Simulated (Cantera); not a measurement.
Input: 1 mol C, 0.5 mol O2, 35 mol N2, at 1298.15 K and 2.40 Torr.

These are equilibrium values from Cantera (NASA tables, ideal gas, pure condensed phases), not measurements of a reactor. Candidate condensed phases: C; 24 gas species. The numbers say what is thermodynamically allowed, not how fast it happens.

Base state: N2 0.972, CO 0.0278 (mole fractions); condensed: gas only.

Problem. What changes in the equilibrium state with this change: O2 from 0.5 to 1.2 mol?

Solution. 
```json
[
 {"species": "N2", "before": "0.972", "after": "0.967"},
 {"species": "CO2", "before": "1.31e-8", "after": "0.0276"},
 {"species": "O2", "before": "<1e-9", "after": "0.00549"},
 {"species": "CO", "before": "0.0278", "after": "9.72e-7"},
 {"species": "NO", "before": "<1e-9", "after": "7.00e-5"}
]
```
